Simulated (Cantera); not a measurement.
What does this Cantera script print?

```python
import numpy as np
import cantera as ct

gas_names = """
    H2O N2O H2O2
""".split()
cond_names = """
    Cr(cr) Cr(L) Cr2N(s)
""".split()


def load(file, names, dense=False):
    # The tables refer to 1 bar. Condensed volumes are neglected.
    table = {s.name: s for s in ct.Species.list_from_file(file)}
    out = []
    for n in names:
        d = dict(table[n].input_data)
        d["thermo"] = dict(d["thermo"], **{"reference-pressure": 1e5})
        if dense:
            d["equation-of-state"] = {"model": "constant-volume", "density": "1e6 g/cm^3"}
        out.append(ct.Species.from_dict(d))
    return out


species = {s.name: s for s in load("nasa_gas.yaml", gas_names) + load("nasa_condensed.yaml", cond_names)}
# Each term lists the table entries of one substance; the one whose range holds T is used.
reactions = {
    'H2O(g) + 4 Cr + N2O(g) = H2O2(g) + 2 Cr2N':
        [(-1, ['H2O']), (-4, ['Cr(cr)', 'Cr(L)']), (-1, ['N2O']), (1, ['H2O2']), (2, ['Cr2N(s)'])],
}


def pick(names, T):
    return next(species[n] for n in names if species[n].thermo.min_temp <= T <= species[n].thermo.max_temp)


results = []
for label, terms in reactions.items():
    print(label)
    print("     T/K   dH/kJ  dS/(J/K)   dG/kJ   log10 K")
    for T in [898, 998, 1098, 1198, 1298, 1398, 1498, 1598, 1698, 1798]:
        used = [(nu, pick(names, T)) for nu, names in terms]
        dH = sum(nu * s.thermo.h(T) for nu, s in used) / 1e6
        dS = sum(nu * s.thermo.s(T) for nu, s in used) / 1e3
        dG = dH - T * dS / 1e3
        logK = -dG * 1e6 / (ct.gas_constant * T * np.log(10))
        results.append((label, T, dH, dS, dG, logK, [s.name for _, s in used]))
        print(f"{T:8g} {dH:8.1f} {dS:8.1f} {dG:8.1f} {logK:8.2f}")
```

Result:

```
H2O(g) + 4 Cr + N2O(g) = H2O2(g) + 2 Cr2N
     T/K   dH/kJ  dS/(J/K)   dG/kJ   log10 K
     898   -217.2   -121.5   -108.0     6.28
     998   -215.2   -119.4    -96.0     5.02
    1098   -213.3   -117.6    -84.2     4.00
    1198   -211.6   -116.1    -72.5     3.16
    1298   -210.1   -115.0    -60.9     2.45
    1398   -208.9   -114.1    -49.5     1.85
    1498   -208.1   -113.5    -38.1     1.33
    1598   -207.6   -113.1    -26.8     0.87
    1698   -207.4   -113.1    -15.5     0.48
    1798   -207.7   -113.2     -4.1     0.12
```

Source: NASA polynomial tables (part measured, part estimated), evaluated in Cantera. Condensed species are held in their standard states even where they would react or evaporate.
